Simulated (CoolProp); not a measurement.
A single-stage vapour-compression cycle with the fluid: evaporating at 314.15 K (dew point), condensing at 353.15 K (bubble point), superheat 10 K, subcooling 2 K, compressor efficiency 0.7, no pressure losses. The same conditions are run with several fluids, on thermodynamics alone (safety and materials aside).

The numbers come from the reference Helmholtz-energy equation of state of each fluid (n-perfluoropentane: Gao 2022; R152A: Outcalt 1996; cyclohexane: Zhou 2014; n-perfluorobutane: Gao 2022; cis-2-butene: Lemmon 2005; neopentane: Lemmon 2006) in CoolProp.

```json
[
 {"fluid": "n-perfluoropentane", "cooling COP": "4.04", "pressure ratio": "3.12", "discharge temperature (K)": "353.2", "refrigerating effect (kJ/kg)": "54.1", "volumetric capacity (kJ/m³)": "947"},
 {"fluid": "R152A", "cooling COP": "4.36", "pressure ratio": "2.51", "discharge temperature (K)": "379.4", "refrigerating effect (kJ/kg)": "197", "volumetric capacity (kJ/m³)": "5390"},
 {"fluid": "cyclohexane", "cooling COP": "5.06", "pressure ratio": "3.87", "discharge temperature (K)": "367.8", "refrigerating effect (kJ/kg)": "___", "volumetric capacity (kJ/m³)": "261"},
 {"fluid": "n-perfluorobutane", "cooling COP": "3.59", "pressure ratio": "2.67", "discharge temperature (K)": "353.1", "refrigerating effect (kJ/kg)": "45.6", "volumetric capacity (kJ/m³)": "1990"},
 {"fluid": "cis-2-butene", "cooling COP": "___", "pressure ratio": "2.68", "discharge temperature (K)": "___", "refrigerating effect (kJ/kg)": "___", "volumetric capacity (kJ/m³)": "___"},
 {"fluid": "neopentane", "cooling COP": "4.54", "pressure ratio": "2.65", "discharge temperature (K)": "356.3", "refrigerating effect (kJ/kg)": "___", "volumetric capacity (kJ/m³)": "1730"}
]
```

Question: What belongs in the gaps?

Answer: 
- cyclohexane, refrigerating effect (kJ/kg): 321
- cis-2-butene, cooling COP: 4.79
- cis-2-butene, discharge temperature (K): 371.1
- cis-2-butene, refrigerating effect (kJ/kg): 301
- cis-2-butene, volumetric capacity (kJ/m³): 2380
- neopentane, refrigerating effect (kJ/kg): 214

The compression ends wet for: n-perfluoropentane; n-perfluorobutane.
